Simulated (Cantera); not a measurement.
Low-pressure radical oxidation in H2/O2

A perfectly stirred reactor is fed with 4.03 % H2, 96.0 % O2, at 1330 Pa; it is held at 1425 K, and followed from long to short residence time.

Detailed kinetics in Cantera: GRI-Mech 3.0 (53 species, 325 reactions). Radical loss at walls, strong at low pressure, is not modelled. The temperature is held fixed by assumption; the heat of reaction is taken as removed at once.

| τ (s) | x H2 | x O2 | x H2O | x H | x O | x HO2 |
|---|---|---|---|---|---|---|
| 9.9 | 3.35e-5 | 0.957 | 0.0405 | 3.63e-5 | 0.00137 | 2.79e-7 |
| 2.6 | 7.74e-5 | 0.955 | 0.0400 | 0.000131 | 0.00324 | 4.88e-7 |
| 0.71 | 0.000166 | 0.950 | 0.0393 | 0.000423 | 0.00707 | 7.64e-7 |
| 0.19 | 0.000329 | 0.943 | 0.0380 | 0.00116 | 0.0139 | 1.07e-6 |
| 0.050 | 0.000579 | 0.934 | 0.0365 | 0.00235 | 0.0221 | 1.30e-6 |
| 0.013 | 0.00103 | 0.928 | 0.0350 | 0.00340 | 0.0271 | 1.44e-6 |
| 0.0036 | 0.00224 | 0.927 | 0.0330 | 0.00409 | 0.0275 | 1.55e-6 |
| 0.00096 | 0.00619 | 0.931 | 0.0282 | 0.00454 | 0.0233 | 1.65e-6 |
| 0.00026 | 0.0179 | 0.941 | 0.0171 | 0.00357 | 0.0135 | 1.53e-6 |
x: mole fraction; the columns are a selection and need not sum to one.
